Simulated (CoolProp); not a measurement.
Propyne along the isotherm 310.5 K: fugacity coefficient from the reference equation and from simpler models built on Tc = 402.7 K, pc = 5.658 MPa, ω = 0.204; each cubic takes its own stable root.

Values from CoolProp's reference Helmholtz-energy equation of state, Polt 1992. This equation is an older, rougher fit; its heat capacities, sound speeds and derivatives of the liquid may be far off and weren't checked against measurements.

| p (MPa) | phase | reference |
|---|---|---|
| 2.83 | liquid | 0.2692 |
| 5.66 | liquid | 0.1449 |
| 8.49 | liquid | 0.1039 |
| 11.3 | liquid | 0.08386 |
| 14.1 | liquid | 0.07216 |
| 17 | liquid | 0.06439 |
| 19.8 | liquid | 0.05931 |
| 22.6 | liquid | 0.05571 |
| 25.5 | liquid | 0.05306 |
| 28.3 | liquid | 0.05122 |

Problem. How far does each simpler model (van der Waals, Redlich-Kwong, Soave-Redlich-Kwong, Peng-Robinson) lie from the reference over these 10 states: mean and median of the absolute difference, and the worst?

Solution. 
- van der Waals: mean 148.3 %, median 147.8 %, worst +192.1 % at 310.5 K and 28.3 MPa
- Redlich-Kwong: mean 32.9 %, median 33.1 %, worst +37.3 % at 310.5 K and 28.3 MPa
- Soave-Redlich-Kwong: mean 6.5 %, median 6.6 %, worst +9.2 % at 310.5 K and 28.3 MPa
- Peng-Robinson: mean 0.7 %, median 0.6 %, worst -1.3 % at 310.5 K and 28.3 MPa
